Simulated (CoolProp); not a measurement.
Vapour-liquid equilibrium of sulfur dioxide (1) + toluene (2) at 1.01 bar; x and y are mole fractions of (1).

Computed with CoolProp (multi-fluid Helmholtz-energy mixture model, Gao 2016 and Lemmon 2006; pair parameters Bell 2016).

```csv
x,"bubble temperature, mixture model (K)","bubble temperature, Raoult's law (K)","y, mixture model","y, Raoult's law"
0.05,354.2,344.7,0.612,0.729
0.2,309.2,304.6,0.947,0.958
0.35,289.8,288.9,0.984,0.985
0.5,279.1,279.5,0.994,0.993
0.65,272.5,273.1,0.997,0.997
0.8,267.9,268.1,0.999,0.999
0.95,264.2,264.2,1.000,1.000
```

The largest gap from Raoult's law is +9.5 K in bubble temperature, at x = 0.05. No azeotrope shows between x = 0.05 and 0.95.

Pair parameters are fitted to limited data, so mixtures are less certain than the pure fluids. The gap from Raoult's law changes sign with composition, which may be real or a fault of the pair parameters; it wasn't checked against measurements.
